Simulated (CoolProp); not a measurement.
Saturated liquid density (kg/m³) of C3F8 (R218): the reference equation beside estimates from Tc = 345.0 K, pc = 26.40 bar, ω = 0.317.

Values from CoolProp's reference Helmholtz-energy equation of state, Lemmon 2006. It is a short technical equation, of lower accuracy than the large ones.

```json
[
 {"T (K)": "213.3", "reference": "1699", "van der Waals": "1053", "Redlich-Kwong": "1547", "Soave-Redlich-Kwong": "1612"},
 {"T (K)": "223.9", "reference": "1659", "van der Waals": "___", "Redlich-Kwong": "1506", "Soave-Redlich-Kwong": "1575"},
 {"T (K)": "234.6", "reference": "1618", "van der Waals": "1005", "Redlich-Kwong": "1462", "Soave-Redlich-Kwong": "1534"},
 {"T (K)": "245.2", "reference": "1576", "van der Waals": "___", "Redlich-Kwong": "___", "Soave-Redlich-Kwong": "___"},
 {"T (K)": "255.8", "reference": "1532", "van der Waals": "950.6", "Redlich-Kwong": "___", "Soave-Redlich-Kwong": "1443"},
 {"T (K)": "266.4", "reference": "1486", "van der Waals": "920.8", "Redlich-Kwong": "___", "Soave-Redlich-Kwong": "1390"},
 {"T (K)": "277.1", "reference": "1436", "van der Waals": "888.5", "Redlich-Kwong": "1254", "Soave-Redlich-Kwong": "1332"},
 {"T (K)": "287.7", "reference": "1382", "van der Waals": "853.6", "Redlich-Kwong": "1191", "Soave-Redlich-Kwong": "1268"},
 {"T (K)": "298.3", "reference": "___", "van der Waals": "815.2", "Redlich-Kwong": "1122", "Soave-Redlich-Kwong": "1196"},
 {"T (K)": "308.9", "reference": "1255", "van der Waals": "___", "Redlich-Kwong": "1045", "Soave-Redlich-Kwong": "1113"},
 {"T (K)": "319.6", "reference": "1175", "van der Waals": "721.1", "Redlich-Kwong": "954.2", "Soave-Redlich-Kwong": "1014"}
]
```

Q: Complete the blanks.

A: 
- 223.9, van der Waals: 1030
- 245.2, van der Waals: 978.4
- 245.2, Redlich-Kwong: 1415
- 245.2, Soave-Redlich-Kwong: 1490
- 255.8, Redlich-Kwong: 1366
- 266.4, Redlich-Kwong: 1312
- 298.3, reference: 1323
- 308.9, van der Waals: 771.9

Absolute difference from the reference over all 11 rows, mean and median: van der Waals 38.1 and 38.0 %, Redlich-Kwong 12.5 and 11.7 %, Soave-Redlich-Kwong 7.6 and 6.5 %.
